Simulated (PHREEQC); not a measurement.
A solution holds 0.023 mol/kgw H2SO4, 0.017 mol/kgw FeSO4 and 0.13 mol/kgw MnSO4, at 25 °C. Closed to the air; pH follows from the charge balance.

Computed with PHREEQC (ion-association model, phreeqc.dat).

Each row changes one thing in this solution. Precipitation was switched off in this run.

```
case                                  pH  ionic strength (mol/kgw)  SO4-2 (mol/kgw)  Mn+2 (mol/kgw)  MnSO4 (mol/kgw)  HSO4- (mol/kgw)
----------------------------------  ----  ------------------------  ---------------  --------------  ---------------  ---------------
as made                             1.91                     0.330           0.0737          0.0711           0.0589           0.0293
FeSO4 left out                      1.88                       [?]           0.0661          0.0722           0.0578           0.0291
H2SO4 from 0.023 to 0.0023 mol/kgw  2.92                       [?]           0.0765          0.0683           0.0617          0.00299
diluted 5-fold with water           2.37                       [?]           0.0192          0.0165          0.00946          0.00403
MnSO4 from 0.13 to 0.065 mol/kgw    1.81                       [?]           0.0447          0.0381           0.0269           0.0258
temperature from 25 to 50 °C        2.03                     0.286           0.0608          0.0631           0.0669           0.0332
```

**Question.** Fill in the missing entries.

**Answer.** 
- FeSO4 left out, ionic strength (mol/kgw): 0.300
- H2SO4 from 0.023 to 0.0023 mol/kgw, ionic strength (mol/kgw): 0.310
- diluted 5-fold with water, ionic strength (mol/kgw): 0.0804
- MnSO4 from 0.13 to 0.065 mol/kgw, ionic strength (mol/kgw): 0.207

Species that the database lacks are ignored. Constants without temperature data keep their 25 °C values here.
